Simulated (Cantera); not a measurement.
Input (Python, Cantera):

```python
import numpy as np
import cantera as ct

gas = ct.Solution("gri30.yaml")
gas.TPX = 400, 1000000, {'CH4': 1, 'O2': 3.03, 'N2': 11.4, 'CO2': 2.7}
inlet = ct.Reservoir(gas, clone=True)
gas.equilibrate("HP")  # start burning
reactor = ct.IdealGasConstPressureReactor(gas, energy="on", clone=False)
exhaust = ct.Reservoir(gas, clone=True)
tau = [0.17, 0.071, 0.03, 0.012, 0.0052, 0.0022, 0.00091, 0.00038, 0.00016, 6.6e-05][0]
for a, b in ((inlet, reactor), (reactor, exhaust)):
    ct.MassFlowController(a, b, mdot=lambda t: reactor.mass / tau)
net = ct.ReactorNet([reactor])
show = ['CH4', 'O2', 'CO2', 'H2O2', 'OH']

rows = []
print(f"{'tau/s':>10s}{'T/K':>9s}" + "".join(f"{s:>11s}" for s in show))
for tau in [0.17, 0.071, 0.03, 0.012, 0.0052, 0.0022, 0.00091, 0.00038, 0.00016, 6.6e-05]:
    net.initial_time = 0.0
    net.advance(30 * tau)
    before = gas.X
    net.advance(40 * tau)
    drift = np.max(np.abs(gas.X - before) / (gas.X + 1e-9))
    rows.append([gas.T, *gas[show].X, drift])
    print(f"{tau:10.3e}{gas.T:9.1f}" + "".join(f"{x:11.3e}" for x in gas[show].X))
```

It prints:

```
     tau/s      T/K        CH4         O2        CO2       H2O2         OH
 1.700e-01   1573.1  1.233e-05  5.689e-02  2.039e-01  7.191e-08  9.332e-05
 7.100e-02   1571.6  2.509e-05  5.699e-02  2.037e-01  1.074e-07  1.056e-04
 3.000e-02   1568.4  5.195e-05  5.722e-02  2.033e-01  1.695e-07  1.162e-04
 1.200e-02   1560.7  1.199e-04  5.780e-02  2.023e-01  3.053e-07  1.207e-04
 5.200e-03   1542.2  2.936e-04  5.920e-02  1.998e-01  6.322e-07  1.087e-04
 2.200e-03    400.0  5.516e-02  1.671e-01  1.489e-01  6.596e-18  1.299e-32
 9.100e-04    400.0  5.516e-02  1.671e-01  1.489e-01 -2.299e-22  1.396e-34
 3.800e-04    400.0  5.516e-02  1.671e-01  1.489e-01 -1.452e-23  3.206e-34
 1.600e-04    400.0  5.516e-02  1.671e-01  1.489e-01 -9.171e-25  3.186e-34
 6.600e-05    400.0  5.516e-02  1.671e-01  1.489e-01 -5.793e-26  9.905e-36
```

Detailed kinetics in Cantera: GRI-Mech 3.0 (53 species, 325 reactions).
